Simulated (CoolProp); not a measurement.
A simple Rankine cycle with R22: condensing at 292.15 K, boiler at 3.5 MPa, turbine inlet 390.8 K, turbine efficiency 0.8, pump efficiency 0.7, no recuperator. Each further row changes one setting.

Model: reference Helmholtz-energy equation of state, Kamei 1995, in CoolProp.

```tsv
case	thermal efficiency (%)	net work (kJ/kg)	heat in (kJ/kg)	turbine exit temperature (K)	volume ratio over the turbine
as stated	11.5	[?]	238	320.1	3.77
turbine inlet 410.8 K	11.8	30.6	258	[?]	3.70
condensing temperature 284.15 K	12.9	[?]	[?]	310.2	4.67
boiler pressure 2.45 MPa	9.2	[?]	251	[?]	2.62
turbine efficiency 0.7	[?]	23.6	238	324.9	3.85
```

Q: Some entries are withheld; supply them.

A: 
- as stated, net work (kJ/kg): 27.4
- turbine inlet 410.8 K, turbine exit temperature (K): 341.6
- condensing temperature 284.15 K, net work (kJ/kg): 32.0
- condensing temperature 284.15 K, heat in (kJ/kg): 248
- boiler pressure 2.45 MPa, net work (kJ/kg): 23.0
- boiler pressure 2.45 MPa, turbine exit temperature (K): 341.5
- turbine efficiency 0.7, thermal efficiency (%): 9.9
